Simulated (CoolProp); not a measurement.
Vapour-liquid equilibrium of CH2F2 (R32) (1) + R142b (2) at 28.85 °C; x and y are mole fractions of (1).

Model: multi-fluid Helmholtz-energy mixture model, Tillner-Roth 1997 and Lemmon 2006; pair parameters Bell 2016, in CoolProp.

```
x     bubble pressure (kPa)  y at the bubble point  dew pressure at overall composition x (kPa)  liquid density (mol/L)
----  ---------------------  ---------------------  -------------------------------------------  ----------------------
0.05                  457.9                  0.194                                        397.1                   11.19
0.15                      …                      …                                        437.6                   11.67
0.25                  783.1                  0.591                                            …                       …
0.35                  942.6                  0.689                                        548.6                   12.75
0.45                      …                  0.760                                        627.4                   13.35
0.55                   1241                  0.814                                        731.0                   14.01
0.65                   1380                  0.859                                            …                   14.73
0.75                   1517                  0.899                                            …                   15.55
0.85                   1655                      …                                         1351                   16.47
0.95                   1797                  0.978                                         1697                   17.55
```

**Question.** What belongs in the gaps?

**Answer.** 
- 0.15, bubble pressure (kPa): 619.8
- 0.15, y at the bubble point: 0.441
- 0.25, dew pressure at overall composition x (kPa): 487.0
- 0.25, liquid density (mol/L): 12.19
- 0.45, bubble pressure (kPa): 1095
- 0.65, dew pressure at overall composition x (kPa): 872.4
- 0.75, dew pressure at overall composition x (kPa): 1072
- 0.85, y at the bubble point: 0.938

No azeotrope shows between x = 0.05 and 0.95.

Pair parameters are fitted to limited data, so mixtures are less certain than the pure fluids.
